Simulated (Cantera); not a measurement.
BCl3 + NH3 + N2 (boron, boron nitride and boron oxide)

Feed: 1 mol BCl3, 0.42 mol NH3, 12 mol N2, held at 13.3 mbar.

Equilibrium computed with Cantera from the NASA thermochemical tables; the gas is ideal and each condensed phase is pure. Candidate condensed phases: B, BN, NH4Cl; 21 gas species. The tables' values for BCl, BCl2 are old estimates; treat these amounts as uncertain. Gases not in the tables: BHCl2. The numbers say what is thermodynamically allowed, not how fast it happens.

```json
[
 {"T (°C)": "625", "log p N2": "-1.94", "log p HCl": "-2.92", "log p BCl3": "-3.25", "log p Cl": "-9.16", "log p BCl": "<-13", "log p BCl2": "-12.15", "log p H2": "-7.45", "n BN(s)": "0.420"},
 {"T (°C)": "725", "log p N2": "-1.94", "log p HCl": "-2.92", "log p BCl3": "-3.25", "log p Cl": "-8.14", "log p BCl": "<-13", "log p BCl2": "-10.57", "log p H2": "-6.94", "n BN(s)": "0.420"},
 {"T (°C)": "825", "log p N2": "-1.94", "log p HCl": "-2.92", "log p BCl3": "-3.25", "log p Cl": "-7.31", "log p BCl": "-12.60", "log p BCl2": "-9.28", "log p H2": "-6.53", "n BN(s)": "0.420"},
 {"T (°C)": "925", "log p N2": "-1.94", "log p HCl": "-2.92", "log p BCl3": "-3.25", "log p Cl": "-6.61", "log p BCl": "-10.85", "log p BCl2": "-8.20", "log p H2": "-6.18", "n BN(s)": "0.420"},
 {"T (°C)": "1025", "log p N2": "-1.94", "log p HCl": "-2.92", "log p BCl3": "-3.25", "log p Cl": "-6.02", "log p BCl": "-9.38", "log p BCl2": "-7.30", "log p H2": "-5.89", "n BN(s)": "0.419"},
 {"T (°C)": "1125", "log p N2": "-1.94", "log p HCl": "-2.92", "log p BCl3": "-3.25", "log p Cl": "-5.51", "log p BCl": "-8.12", "log p BCl2": "-6.52", "log p H2": "-5.64", "n BN(s)": "0.419"},
 {"T (°C)": "1225", "log p N2": "-1.94", "log p HCl": "-2.92", "log p BCl3": "-3.25", "log p Cl": "-5.07", "log p BCl": "-7.03", "log p BCl2": "-5.86", "log p H2": "-5.42", "n BN(s)": "0.420"},
 {"T (°C)": "1325", "log p N2": "-1.94", "log p HCl": "-2.92", "log p BCl3": "-3.26", "log p Cl": "-4.68", "log p BCl": "-6.08", "log p BCl2": "-5.28", "log p H2": "-5.23", "n BN(s)": "0.421"},
 {"T (°C)": "1425", "log p N2": "-1.94", "log p HCl": "-2.92", "log p BCl3": "-3.27", "log p Cl": "-4.34", "log p BCl": "-5.24", "log p BCl2": "-4.77", "log p H2": "-5.06", "n BN(s)": "0.420"},
 {"T (°C)": "1525", "log p N2": "-1.94", "log p HCl": "-2.93", "log p BCl3": "-3.31", "log p Cl": "-4.05", "log p BCl": "-4.51", "log p BCl2": "-4.34", "log p H2": "-4.90", "n BN(s)": "0.405"},
 {"T (°C)": "1625", "log p N2": "-1.94", "log p HCl": "-2.94", "log p BCl3": "-3.40", "log p Cl": "-3.81", "log p BCl": "-3.88", "log p BCl2": "-3.99", "log p H2": "-4.73", "n BN(s)": "0.332"}
]
```
log p: log10 of the partial pressure in bar; n: condensed amount in mol.

From 625 °C to 1625 °C the condensed part is BN(s). The main B-bearing gas is BCl3 throughout. The share of B in condensed phases is highest at 1325 °C (42.1 %) and lowest at 1625 °C (33.2 %).
